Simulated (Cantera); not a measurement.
A closed system holds: 1 mol FeCl3, 4.6 mol H2, equilibrated at 9.90 Pa.

Equilibrium computed with Cantera from the NASA thermochemical tables; the gas is ideal and each condensed phase is pure. Candidate condensed phases: Fe, FeCl2, FeCl3; 11 gas species. Equilibrium is a limit: real reactors are often held back by kinetics, nucleation or transport.

x: gas mole fraction; n: condensed amount in mol.

```tsv
T (K)	x H2	x HCl	x FeCl2	x Fe	x H	n Fe(α)	n Fe(γ)
948	0.549	0.410	0.0409	1.01e-11	3.91e-8	0.750	0
1023	0.561	0.387	0.0524	4.53e-10	3.12e-7	0.681	0
1098	0.571	0.366	0.0627	1.18e-8	1.88e-6	0.617	0
1173	0.580	0.348	0.0720	1.98e-7	9.03e-6	0.561	0
1248	0.588	0.331	0.0802	2.35e-6	3.60e-5	0	?
1323	0.596	0.317	0.0876	2.10e-5	0.000123	0	?
1398	0.602	0.303	0.0941	0.000147	0.000369	0	?
1473	0.607	0.291	0.0998	0.000844	0.000991	0	?
1548	0.609	0.279	0.104	0.00407	0.00241	0	?
1623	0.603	0.265	0.107	0.0169	0.00539	0	?
1698	0.575	0.257	0.101	0.0531	0.0110	0	0
1773	0.527	0.295	0.0712	0.0774	0.0207	0	0
```

Q: Fill in the missing entries.

A: 
- 1248, n Fe(γ): 0.511
- 1323, n Fe(γ): 0.466
- 1398, n Fe(γ): 0.425
- 1473, n Fe(γ): 0.385
- 1548, n Fe(γ): 0.334
- 1623, n Fe(γ): 0.227
